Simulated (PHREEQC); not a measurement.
Dissolve 0.021 mol CsF and 0.15 mol H2SO4 per kg of water at 25 °C. Closed to the air; pH follows from the charge balance.

The numbers come from PHREEQC with the ion-association model, wateq4f.dat.

Precipitation was switched off in this run.

Predict the pH.

pH 0.91.

In which forms is S present?

HSO4- 83 %, SO4-2 17 % of the S.

wateq4f.dat counts part of the HF as a dimer, H2F2, which phreeqc.dat doesn't know; its constant is uncertain.
